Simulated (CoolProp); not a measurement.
n-perfluorohexane at several states: Z from the reference equation and from simpler models built on Tc = 174.9 °C, pc = 1742 kPa, ω = 0.497; each cubic takes its own stable root.

Values from CoolProp's reference Helmholtz-energy equation of state, Gao 2022.

```
T (°C)  p (kPa)   phase  reference
------  -------  ------  ---------
104.35      290     gas     0.8814
-44.65     2600  liquid     0.2464
49.65      40.8     gas     0.9738
112.15     9930  liquid     0.7066
-74.05     5200  liquid     0.5406
-66.85     72.8  liquid   0.007422
```

Q: How far does each simpler model (van der Waals, Redlich-Kwong, Soave-Redlich-Kwong, Peng-Robinson) lie from the reference over these 6 states: mean and median of the absolute difference, and the worst?

A: 
- van der Waals: mean 50.2 %, median 67.1 %, worst +82.6 % at -66.85 °C and 72.8 kPa
- Redlich-Kwong: mean 14.1 %, median 18.6 %, worst +22.7 % at -66.85 °C and 72.8 kPa
- Soave-Redlich-Kwong: mean 10.9 %, median 14.3 %, worst +18.3 % at -74.05 °C and 5200 kPa
- Peng-Robinson: mean 2.5 %, median 2.1 %, worst +5.7 % at -74.05 °C and 5200 kPa
